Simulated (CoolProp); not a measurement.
Properties of ethylene at several states.

Computed with CoolProp (reference Helmholtz-energy equation of state, Smukala 2000).

```json
[
 {"T (K)": "438.4", "p (MPa)": "3.3", "phase": "gas", "density (kg/m³)": "26.71", "cp (kJ/(kg K))": "2.142", "cv (kJ/(kg K))": "1.748", "isothermal compressibility (1/MPa)": "0.3182", "fugacity coefficient": "___"},
 {"T (K)": "370", "p (MPa)": "0.017", "phase": "gas", "density (kg/m³)": "0.1551", "cp (kJ/(kg K))": "___", "cv (kJ/(kg K))": "1.486", "isothermal compressibility (1/MPa)": "58.85", "fugacity coefficient": "0.9995"},
 {"T (K)": "310.9", "p (MPa)": "0.953", "phase": "gas", "density (kg/m³)": "10.87", "cp (kJ/(kg K))": "1.662", "cv (kJ/(kg K))": "1.296", "isothermal compressibility (1/MPa)": "___", "fugacity coefficient": "0.9532"}
]
```

Q: What belongs in the gaps?

A: 
- 438.4, fugacity coefficient: 0.9514
- 370, cp (kJ/(kg K)): 1.783
- 310.9, isothermal compressibility (1/MPa): 1.105
